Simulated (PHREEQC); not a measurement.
A made-up water analysis in mg/L, 25 °C, pH 6.82, pe 10: Na 27.2; K 1.01; Ca 93.3; Mg 42.9; Cl 103; S(6) as SO4 72; Alkalinity as HCO3 318; Ni 0.525; B 1.11.

Valence states are taken as typed.

Computed with PHREEQC (ion-association model, wateq4f.dat).

Precipitation was switched off in this run.

Q: Order these S species by the share of S that they hold, largest first: NaSO4-, MgSO4, SO4-2, CaSO4.

A: SO4-2 (75 %), CaSO4 (13 %), MgSO4 (12 %), NaSO4- (0.28 %)

Q: Order these C species by the share of C that they hold, largest first: NiCO3, MgHCO3+, CaHCO3+, CO2, HCO3-.

A: HCO3- (75 %), CO2 (23 %), CaHCO3+ (1.3 %), MgHCO3+ (0.91 %), NiCO3 (0.11 %)

The pH is 6.82 and the ionic strength 0.0133 mol/kgw. The database's nickel carbonate constants are estimates that later reviews lower a good deal.
